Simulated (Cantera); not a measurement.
A closed system holds: 1 mol SiC, 0.45 mol O2, 58 mol H2, held at 0.133 bar.

Equilibrium computed with Cantera from the NASA thermochemical tables; the gas is ideal and each condensed phase is pure. Candidate condensed phases: C, C6H6, C7H8, C8H18, H2O, Si, SiC, SiO2; 123 gas species. Mutual solubility and eutectic melting of coexisting phases are not modelled. The tables hold silica as quartz up to 1696 K and as liquid above; real silica turns to tridymite and cristobalite and melts near 1996 K. Gases not in the tables: Si2H6 and higher silanes. The numbers say what is thermodynamically allowed, not how fast it happens.

**Question.** What share of the Si ends up in condensed phases as a function of T (K), at 1550, 1625, 1700, 1775, 1850, 1925, 2000, 2075, 2150?

**Answer.** 
```json
[
 {"T (K)": "1550", "Si condensed (%)": "80.0", "as": "SiC(s) + SiO2(β-quartz)"},
 {"T (K)": "1625", "Si condensed (%)": "55.0", "as": "SiC(s)"},
 {"T (K)": "1700", "Si condensed (%)": "55.0", "as": "SiC(s)"},
 {"T (K)": "1775", "Si condensed (%)": "54.9", "as": "SiC(s)"},
 {"T (K)": "1850", "Si condensed (%)": "54.9", "as": "SiC(s)"},
 {"T (K)": "1925", "Si condensed (%)": "54.6", "as": "SiC(s)"},
 {"T (K)": "2000", "Si condensed (%)": "54.0", "as": "SiC(s)"},
 {"T (K)": "2075", "Si condensed (%)": "52.6", "as": "SiC(s)"},
 {"T (K)": "2150", "Si condensed (%)": "49.4", "as": "SiC(s)"}
]
```
